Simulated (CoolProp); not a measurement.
Vapour-liquid equilibrium of n-octane (1) + o-xylene (2) at 115 kPa; x and y are mole fractions of (1).

Model: multi-fluid Helmholtz-energy mixture model, Beckmüller 2019 and Zhou 2012; pair parameters Bell 2016, in CoolProp.

Problem. Give the bubble temperature and the first vapour's composition at x = 0.275, 0.575, 0.65. Is there an azeotrope?

Solution. x = 0.275: 415.4 K, y = 0.385; x = 0.575: 409.7 K, y = 0.682; x = 0.65: 408.5 K, y = 0.744. No azeotrope shows between x = 0.05 and 0.95.

Pair parameters are fitted to limited data, so mixtures are less certain than the pure fluids.
